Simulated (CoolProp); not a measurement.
Tetrahydrofuran at several states: fugacity coefficient from the reference equation and from simpler models built on Tc = 540.2 K, pc = 5304 kPa, ω = 0.234; each cubic takes its own stable root.

The numbers come from the reference Helmholtz-energy equation of state, Fiedler 2023 in CoolProp.

```csv
T (K),p (kPa),phase,reference
220.5,1380,liquid,0.0001253
184.4,2090,liquid,1.626e-6
286.7,4710,liquid,0.003161
210.3,16.3,liquid,0.003831
235.8,10.4,liquid,0.05570
```

Q: How far does each simpler model (van der Waals, Redlich-Kwong, Peng-Robinson) lie from the reference over these 5 states: mean and median of the absolute difference, and the worst?

A: 
- van der Waals: mean 54842.4 %, median 20171.3 %, worst +224869.2 % at 184.4 K and 2090 kPa
- Redlich-Kwong: mean 158.2 %, median 169.1 %, worst +184.0 % at 184.4 K and 2090 kPa
- Peng-Robinson: mean 16.1 %, median 14.3 %, worst +37.2 % at 184.4 K and 2090 kPa

At some of these states van der Waals gives the other phase, because its saturation line lies elsewhere.
